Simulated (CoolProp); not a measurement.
Saturated liquid density (kg/m³) of nitrous oxide: the reference equation beside estimates from Tc = 36.4 °C, pc = 7.245 MPa, ω = 0.161.

Model: reference Helmholtz-energy equation of state, Lemmon 2006, in CoolProp. It is a short technical equation, of lower accuracy than the large ones.

| T (°C) | reference | Redlich-Kwong | Soave-Redlich-Kwong | Peng-Robinson |
|---|---|---|---|---|
| -68.75 | 1171 | 1067 | 1088 | 1230 |
| -65.05 | 1159 | 1055 | 1076 | 1218 |
| -61.35 | 1147 | 1042 | 1064 | 1205 |
| -57.65 | 1135 | 1029 | 1052 | 1191 |
| -53.95 | 1123 | 1016 | 1040 | 1178 |
| -50.25 | 1111 | 1003 | 1027 | 1163 |
| -46.55 | 1098 | 988.9 | 1013 | 1149 |
| -42.85 | 1085 | 974.7 | 999.6 | 1133 |
| -39.15 | 1072 | 960.1 | 985.4 | 1117 |
| -35.35 | 1058 | 944.6 | 970.2 | 1100 |
| -31.65 | 1044 | 929.1 | 955.0 | 1083 |
| -27.95 | 1030 | 913.1 | 939.2 | 1066 |
| -24.25 | 1015 | 896.6 | 922.8 | 1047 |
| -20.55 | 1000 | 879.5 | 905.8 | 1028 |
| -16.85 | 984.9 | 861.8 | 888.1 | 1008 |

Absolute difference from the reference over all 15 rows, mean and median: Redlich-Kwong 10.4 and 10.2 %, Soave-Redlich-Kwong 8.1 and 7.9 %, Peng-Robinson 4.2 and 4.4 %.
